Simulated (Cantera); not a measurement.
Input (Python, Cantera) and output of one run.

```python
import numpy as np
import cantera as ct

gas_names = """
    H H2 N NH NH2 NH3 N2 N2H2 N2H4 Si SiH SiH2 SiH3 SiH4 SiN Si2 Si2N Si3
""".split()
cond_names = """
    Si(cr) Si(L) Si3N4(a)
""".split()


# ... load() reads the species with a 1 bar reference pressure and builds the phases ...
atoms = {
    'SiH4': {'Si': 1, 'H': 4},
    'N2': {'N': 2},
}
top_T = {'Si3N4(a)': 2400}  # K; cautious upper limits of use, not melting points


# ... equilibrate(T, P, feed) seeds the gas with the atoms and calls Mixture.equilibrate('TP', solver="vcs", rtol=1e-11, max_steps=5000) ...
results = []
T = 950  # K
P = 133.322  # Pa
for m in [0.39, 0.81, 1.2, 1.6, 2.1, 2.5, 2.9, 3.3, 3.7, 4.1, 4.6, 5]:
    feed = {'SiH4': 1, 'N2': m}  # mol
    mix = equilibrate(T, P, feed)
    results.append((T, P, feed, dict(zip(mix.species_names, mix.species_moles))))

top = {s: max(r[3][s] / sum(r[3][g] for g in gas_names) for r in results) for s in gas_names}
cols = sorted((s for s in top if top[s] > 0.001), key=lambda s: -top[s])[:5]
seen = [c for c in cond_names if any(r[3].get(c, 0) > 1e-12 for r in results)]
print("log10 of partial pressures in bar; condensed amounts in mol")
print(f"{'n(N2)':>10s}" + "".join(f"{s[:9]:>10s}" for s in cols + seen))
for T, P, feed, n in results:
    ng = sum(n[g] for g in gas_names)
    print(f"{feed['N2']:10.4g}" + "".join(f"{np.log10(max(n[s] / ng * P / 1e5, 1e-99)):10.3f}" for s in cols)
          + "".join(f"{n.get(c, 0):10.4g}" for c in seen))
```

It prints:

```
log10 of partial pressures in bar; condensed amounts in mol
     n(N2)        H2        N2    Si(cr)  Si3N4(a)
      0.39    -2.875   -11.813     0.415     0.195
      0.81    -2.905    -4.050         0    0.3333
       1.2    -2.978    -3.552         0    0.3333
       1.6    -3.041    -3.372         0    0.3333
       2.1    -3.110    -3.254         0    0.3333
       2.5    -3.158    -3.195         0    0.3333
       2.9    -3.201    -3.153         0    0.3333
       3.3    -3.240    -3.120         0    0.3333
       3.7    -3.276    -3.095         0    0.3333
       4.1    -3.309    -3.074         0    0.3333
       4.6    -3.347    -3.054         0    0.3333
         5    -3.376    -3.040         0    0.3333
```

Method: chemical equilibrium by Gibbs-energy minimisation in Cantera with the NASA 1993 tables (ideal gas, pure condensed phases). N2 is the only nitrogen source here; it is nearly inert below about 1500 K, so the nitride shown seldom forms there in practice.
